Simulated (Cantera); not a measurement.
Gas activation for diamond growth

A perfectly stirred reactor is fed with CH4 : H2 : O2 = 0.015 : 1 : 0.006 (molar parts), equivalence ratio 88, at 20.0 Torr; it is held at 2475 K, and followed from long to short residence time.

Detailed kinetics in Cantera: GRI-Mech 3.0 (53 species, 325 reactions). Radical loss at walls, strong at low pressure, is not modelled.

```json
[
 {"τ (s)": "0.40", "x CH4": "4.71e-5", "x H2": "0.895", "x O2": "2.62e-7", "x CO": "0.0103", "x H": "0.0918", "x H2O": "0.000686", "x CH2": "1.40e-5"},
 {"τ (s)": "0.20", "x CH4": "0.000101", "x H2": "0.912", "x O2": "6.51e-7", "x CO": "0.00958", "x H": "0.0746", "x H2O": "0.00150", "x CH2": "1.92e-5"},
 {"τ (s)": "0.10", "x CH4": "0.000216", "x H2": "0.926", "x O2": "1.63e-6", "x CO": "0.00828", "x H": "0.0599", "x H2O": "0.00288", "x CH2": "2.53e-5"},
 {"τ (s)": "0.053", "x CH4": "0.000404", "x H2": "0.935", "x O2": "3.71e-6", "x CO": "0.00664", "x H": "0.0500", "x H2O": "0.00458", "x CH2": "3.20e-5"},
 {"τ (s)": "0.027", "x CH4": "0.000737", "x H2": "0.941", "x O2": "8.65e-6", "x CO": "0.00473", "x H": "0.0421", "x H2O": "0.00654", "x CH2": "4.04e-5"},
 {"τ (s)": "0.014", "x CH4": "0.00127", "x H2": "0.946", "x O2": "1.94e-5", "x CO": "0.00306", "x H": "0.0363", "x H2O": "0.00824", "x CH2": "4.98e-5"},
 {"τ (s)": "0.0070", "x CH4": "0.00216", "x H2": "0.949", "x O2": "4.48e-5", "x CO": "0.00180", "x H": "0.0313", "x H2O": "0.00952", "x CH2": "6.09e-5"},
 {"τ (s)": "0.0036", "x CH4": "0.00347", "x H2": "0.952", "x O2": "9.92e-5", "x CO": "0.00106", "x H": "0.0272", "x H2O": "0.0102", "x CH2": "7.10e-5"}
]
```
x: mole fraction; the columns are a selection and need not sum to one.
